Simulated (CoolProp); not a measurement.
Toluene at several states: Z from the reference equation and from simpler models built on Tc = 591.7 K, pc = 4.126 MPa, ω = 0.266; each cubic takes its own stable root.

Model: reference Helmholtz-energy equation of state, Lemmon 2006, in CoolProp. It is a short technical equation, of lower accuracy than the large ones.

| T (K) | p (MPa) | phase | reference | van der Waals | Soave-Redlich-Kwong | Peng-Robinson |
|---|---|---|---|---|---|---|
| 277.9 | 6.51 | liquid | 0.2932 | 0.4950 | 0.3305 | 0.2944 |
| 587.9 | 2.51 | gas | 0.7222 | 0.7738 | ? | ? |
| 432.9 | 1.05 | liquid | 0.03695 | ? | 0.04150 | 0.03663 |
| 449.6 | 0.0112 | gas | 0.9975 | 0.9985 | 0.9978 | 0.9977 |

Problem. Fill in the missing entries.

Solution. 
- 587.9, Soave-Redlich-Kwong: 0.7445
- 587.9, Peng-Robinson: 0.7232
- 432.9, van der Waals: 0.06270
